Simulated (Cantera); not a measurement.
Input (Python, Cantera):

```python
import numpy as np
import cantera as ct

gas = ct.Solution("gri30.yaml")
gas.TPX = 323, 1000000, {'CH4': 1, 'O2': 1.54, 'N2': 5.78}
flame = ct.FreeFlame(gas, width=0.008)
flame.set_refine_criteria(ratio=3, slope=0.08, curve=0.16)
flame.transport_model = "unity-Lewis-number"
flame.solve(loglevel=0, auto=True)
z, T = flame.grid, flame.T
thick = (T[-1] - T[0]) / np.gradient(T, z).max()
show = ['CH4', 'O2', 'NO2', 'H', 'H2O', 'CH2']
print(f"laminar burning velocity  {flame.velocity[0] * 100:.3f} cm/s")
print(f"burnt temperature         {T[-1]:.1f} K")
print(f"thermal thickness         {thick * 1e3:.4f} mm")
print(f"grid points               {len(z)}")
z0 = z[flame.heat_release_rate.argmax()]
print(f"{'z/mm':>9s}{'T/K':>9s}{'u/(m/s)':>9s}" + "".join(f"{s:>11s}" for s in show))
rows = []
for k in (-3, -2, -1.5, -1, -0.5, -0.25, 0, 0.25, 0.5, 1, 2, 4, 8):
    zz = z0 + k * thick
    rows.append([k * thick, np.interp(zz, z, T), np.interp(zz, z, flame.velocity),
                 *(np.interp(zz, z, flame.X[gas.species_index(s)]) for s in show)])
    print(f"{rows[-1][0] * 1e3:9.3f}{rows[-1][1]:9.1f}{rows[-1][2]:9.3f}" + "".join(f"{x:11.3e}" for x in rows[-1][3:]))
```

Output:

```
laminar burning velocity  6.991 cm/s
burnt temperature         2075.1 K
thermal thickness         0.2058 mm
grid points               126
     z/mm      T/K  u/(m/s)        CH4         O2        NO2          H        H2O        CH2
   -0.618    324.1    0.070  1.201e-01  1.850e-01  3.988e-09  1.340e-19  1.076e-04  4.698e-22
   -0.412    331.8    0.072  1.197e-01  1.843e-01  3.090e-08  3.846e-17  8.352e-04  1.130e-19
   -0.309    365.0    0.079  1.176e-01  1.813e-01  1.478e-07  4.236e-15  4.023e-03  9.039e-18
   -0.206    536.2    0.117  1.067e-01  1.654e-01  7.263e-07  5.752e-12  2.089e-02  5.202e-15
   -0.103   1084.9    0.240  6.784e-02  1.088e-01  1.562e-06  3.026e-07  8.080e-02  2.594e-10
   -0.051   1503.1    0.336  3.620e-02  6.234e-02  5.148e-07  1.522e-05  1.299e-01  1.052e-07
    0.000   1883.1    0.426  9.937e-03  1.985e-02  1.822e-08  2.398e-04  1.733e-01  6.163e-06
    0.051   2035.3    0.463  2.646e-03  4.130e-03  2.243e-09  4.281e-04  1.866e-01  6.698e-06
    0.103   2068.7    0.471  1.429e-03  1.072e-03  7.072e-10  3.197e-04  1.875e-01  2.299e-06
    0.206   2078.8    0.473  8.346e-04  1.365e-04  2.140e-10  2.025e-04  1.862e-01  5.527e-07
    0.412   2078.3    0.474  4.288e-04  5.131e-06  1.498e-10  1.725e-04  1.849e-01  1.949e-07
    0.823   2076.3    0.474  1.429e-04  4.428e-07  1.832e-10  1.713e-04  1.841e-01  5.966e-08
    1.647   2075.2    0.474  1.619e-05  4.317e-07  2.321e-10  1.747e-04  1.839e-01  6.607e-09
```

Detailed kinetics in Cantera: GRI-Mech 3.0 (53 species, 325 reactions). Unity Lewis numbers drop preferential diffusion, which matters most where H2 and H carry the flame. Burning velocities carry a grid error of a few per cent, more on coarse grids.
